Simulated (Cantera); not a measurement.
## Equilibrium for oxide etching and cleaning by halides: TiO2 + Cl2 + O2

A closed system holds: 1 mol TiO2, 41 mol Cl2, 0.53 mol O2, equilibrated at 0.330 Torr.

Method: chemical equilibrium by Gibbs-energy minimisation in Cantera with the NASA 1993 tables (ideal gas, pure condensed phases). Candidate condensed phases: Ti, TiCl2, TiCl3, TiCl4, TiO, TiO2, Ti2O3, Ti3O5, Ti4O7; 15 gas species. Condensed phases not in the tables: TiOCl. Kinetics and transport are ignored.

```tsv
T (K)	x Cl2	x Cl	x O2	x TiCl4	x ClO	x O	n TiO2(rutile)
623	0.987	2.30e-6	0.0128	9.04e-11	1.67e-9	<1e-12	1.00
723	0.987	6.14e-5	0.0128	1.11e-8	2.51e-8	<1e-12	1.00
823	0.986	0.000744	0.0128	4.14e-7	1.95e-7	1.24e-12	1.000
923	0.982	0.00528	0.0127	6.94e-6	9.74e-7	6.71e-11	1.000
1023	0.962	0.0254	0.0127	6.45e-5	3.51e-6	1.67e-9	0.997
1123	0.897	0.0904	0.0125	0.000361	9.79e-6	2.35e-8	0.984
1223	0.741	0.245	0.0124	0.00117	2.16e-5	2.14e-7	0.945
1323	0.483	0.503	0.0115	0.00197	3.59e-5	1.36e-6	0.891
```
x: gas mole fraction; n: condensed amount in mol.

From 623 K to 1323 K the condensed part is TiO2(rutile).
